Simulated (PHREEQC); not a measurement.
Solution (2.7 °C): 93 mmol/kgw MgSO4, 0.033 mmol/kgw MnCl2 and 0.05 mmol/kgw KBr. It is in equilibrium with CO2 at log p = -3.4 (atm). Otherwise closed; pH follows from the charge balance.

Model: ion-association model, wateq4f.dat, run in PHREEQC.

Each row changes one thing in this solution. Precipitation was switched off in this run.

| case | pH | ionic strength (mol/kgw) | CO2 (mol/kgw) | Mn+2 (mol/kgw) | HCO3- (mol/kgw) | MnHCO3+ (mol/kgw) | SI of Rhodochrosite (MnCO3) |
|---|---|---|---|---|---|---|---|
| as made | 5.65 | 0.222 | 2.65e-5 | 2.11e-5 | 4.80e-6 | 2.98e-9 | -4.50 |
| KBr left out | 5.65 | 0.222 | 2.65e-5 | 2.11e-5 | 4.80e-6 | 2.98e-9 | -4.50 |
| MgSO4 left out | ? | 0.000152 | 2.79e-5 | 3.30e-5 | 2.86e-6 | 7.96e-9 | -4.05 |
| MnCl2 from 3.3e-05 to 0.00033 mol/kgw | 5.65 | 0.223 | 2.65e-5 | 0.000211 | 4.78e-6 | 2.97e-8 | -3.50 |
| diluted 100-fold with water | 5.56 | 0.00349 | 2.79e-5 | 3.11e-7 | 3.05e-6 | 6.65e-11 | -6.14 |
| KBr from 5e-05 to 1e-05 mol/kgw | 5.65 | 0.222 | 2.65e-5 | 2.11e-5 | 4.80e-6 | 2.98e-9 | -4.50 |
| temperature from 2.7 to 45 °C | 5.85 | 0.148 | 8.23e-6 | 1.66e-5 | 4.11e-6 | 2.13e-9 | -3.89 |
| temperature from 2.7 to 40 °C | 5.83 | 0.155 | 9.11e-6 | 1.70e-5 | 4.22e-6 | 2.23e-9 | -3.94 |
| diluted 2-fold with water | 5.63 | 0.121 | 2.71e-5 | 1.13e-5 | 4.34e-6 | 1.71e-9 | ? |

Problem. Fill in the missing entries.

Solution. 
- MgSO4 left out, pH: 5.55
- diluted 2-fold with water, SI of Rhodochrosite (MnCO3): -4.74

Constants without temperature data keep their 25 °C values here.
